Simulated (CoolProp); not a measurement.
Computed with CoolProp (reference Helmholtz-energy equation of state, Aleksandrov 2011). It is a short technical equation, of lower accuracy than the large ones.

### Question
Give the vapour pressure (kPa), liquid density (kg/m³), vapour density (kg/m³), enthalpy of vaporisation (kJ/kg) of saturated n-undecane at 235.25, 242.35 °C.

### Answer
```
T (°C)  p (kPa)  liquid density (kg/m³)  vapour density (kg/m³)  enthalpy of vaporisation (kJ/kg)
------  -------  ----------------------  ----------------------  --------------------------------
235.25      244                     561                    10.3                               238
242.35      281                     554                    11.9                               233
```
